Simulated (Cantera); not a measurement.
Cantera run, input and output.

```python
import numpy as np
import cantera as ct

gas = ct.Solution("gri30.yaml")
gas.TPX = 1748, 101325, {'CH4': 1, 'CO2': 3, 'H2': 0.49}
reactor = ct.IdealGasConstPressureReactor(gas, energy="off", clone=False)
net = ct.ReactorNet([reactor])
net.rtol, net.atol = 1e-08, 1e-18
show = ['CH4', 'CO2', 'H2', 'H2O', 'OH', 'HCO']
times = np.geomspace(6e-05, 6, 9)

steps = ct.SolutionArray(gas, extra=["t"])
rows = []
print(f"{'t/s':>10s}{'T/K':>9s}{'P/Pa':>11s}" + "".join(f"{s:>11s}" for s in show))
for t in times:
    while net.time < t:
        t_next = net.step()
        steps.append(gas.state, t=t_next)
    rows.append([np.interp(t, steps.t, y) for y in (steps.T, steps.P, *steps(*show).X.T)])
    print(f"{t:10.3e}{rows[-1][0]:9.1f}{rows[-1][1]:11.4g}" + "".join(f"{x:11.3e}" for x in rows[-1][2:]))
rate = np.gradient(steps.T, steps.t)
print("integrator steps:", len(steps.t))
if steps.T.max() > steps.T[0] + 200:
    print(f"time of steepest temperature rise: {steps.t[rate.argmax()]:.4e} s")
gas.TPX = 1748, 101325, {'CH4': 1, 'CO2': 3, 'H2': 0.49}
gas.equilibrate("TP")
print(f"equilibrium (TP): T = {gas.T:.1f} K  " + "  ".join(f"{s} {gas[s].X[0]:.3e}" for s in show))
```

Result:

```
       t/s      T/K       P/Pa        CH4        CO2         H2        H2O         OH        HCO
 6.000e-05   1748.0  1.013e+05  2.215e-01  6.675e-01  1.094e-01  2.930e-04  5.855e-07  3.973e-09
 2.530e-04   1748.0  1.013e+05  2.158e-01  6.631e-01  1.111e-01  2.938e-03  1.196e-06  6.288e-08
 1.067e-03   1748.0  1.013e+05  1.876e-01  6.333e-01  1.257e-01  1.819e-02  1.770e-06  7.583e-08
 4.499e-03   1748.0  1.013e+05  1.157e-01  5.227e-01  1.451e-01  8.339e-02  3.497e-06  5.117e-08
 1.897e-02   1748.0  1.013e+05  3.082e-02  3.093e-01  1.010e-01  2.279e-01  9.122e-06  3.583e-08
 8.001e-02   1748.0  1.013e+05  1.067e-02  2.045e-01  1.252e-01  2.349e-01  9.500e-06  3.207e-08
 3.374e-01   1748.0  1.013e+05  5.350e-03  1.444e-01  1.773e-01  1.974e-01  6.282e-06  3.332e-08
 1.423e+00   1748.0  1.013e+05  2.664e-04  1.251e-01  1.997e-01  1.836e-01  5.338e-06  3.410e-08
 6.000e+00   1748.0  1.013e+05  6.762e-09  1.248e-01  2.002e-01  1.834e-01  5.461e-06  3.495e-08
integrator steps: 1983
equilibrium (TP): T = 1748.0 K  CH4 7.404e-09  CO2 1.248e-01  H2 2.002e-01  H2O 1.834e-01  OH 5.461e-06  HCO 3.495e-08
```

Computed with Cantera and GRI-Mech 3.0 (53 species, 325 reactions).
